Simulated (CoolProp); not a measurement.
Vapour-liquid equilibrium of isobutane (1) + n-butane (2) at 0.0289 MPa; x and y are mole fractions of (1).

Computed with CoolProp (multi-fluid Helmholtz-energy mixture model, Bücker 2006 and Bücker 2006; pair parameters Kunz 2012).

### Question
Give the bubble temperature and the first vapour's composition at x = 0.575, 0.8, 0.95. Is there an azeotrope?

### Answer
x = 0.575: -36.1 °C, y = 0.693; x = 0.8: -38.2 °C, y = 0.870; x = 0.95: -39.5 °C, y = 0.970. No azeotrope shows between x = 0.05 and 0.95.

Pair parameters are fitted to limited data, so mixtures are less certain than the pure fluids.
